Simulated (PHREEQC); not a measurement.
Hard or scaling water: speciation

A solution holds 0.0014 mol/kgw MgCl2, 0.006 mol/kgw NaHCO3 and 3.3e-06 mol/kgw H4SiO4, at 25 °C. Closed to the air; pH follows from the charge balance.

All values are PHREEQC results (ion-association model, wateq4f.dat), not measurements.

This is a speciation only: nothing precipitates in the calculation.

What pH, ionic strength does the model give?

pH 8.14; ionic strength 0.0100 mol/kgw.

In which forms is Mg present?

Mg+2 94 %, MgHCO3+ 4.3 %, MgCO3 2.0 % of the Mg.

Examples of supersaturated solids here: Magnesite (slow to form). Others may be too.
